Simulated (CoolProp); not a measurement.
C3F8 (R218) along the isobar 0.101 MPa: Z from the reference equation and from simpler models built on Tc = 71.9 °C, pc = 2.640 MPa, ω = 0.317; each cubic takes its own stable root.

Values from CoolProp's reference Helmholtz-energy equation of state, Lemmon 2006. It is a short technical equation, of lower accuracy than the large ones.

```csv
T (°C),phase,reference
-100.25,liquid,0.007172
-79.25,liquid,0.006661
-58.35,liquid,0.006279
-37.35,liquid,0.006002
-16.35,gas,0.9625
4.55,gas,0.9723
25.55,gas,0.9789
46.45,gas,0.9834
67.45,gas,0.9868
```

Question: How far does each simpler model (Redlich-Kwong, Soave-Redlich-Kwong, Peng-Robinson) lie from the reference over these 9 states: mean and median of the absolute difference, and the worst?

Answer: 
- Redlich-Kwong: mean 1771.6 %, median 0.7 %, worst +15914.7 % at -37.35 °C and 0.101 MPa
- Soave-Redlich-Kwong: mean 2.6 %, median 0.3 %, worst +6.4 % at -100.25 °C and 0.101 MPa
- Peng-Robinson: mean 2.9 %, median 0.2 %, worst -6.7 % at -37.35 °C and 0.101 MPa

At some of these states Redlich-Kwong gives the other phase, because its saturation line lies elsewhere.
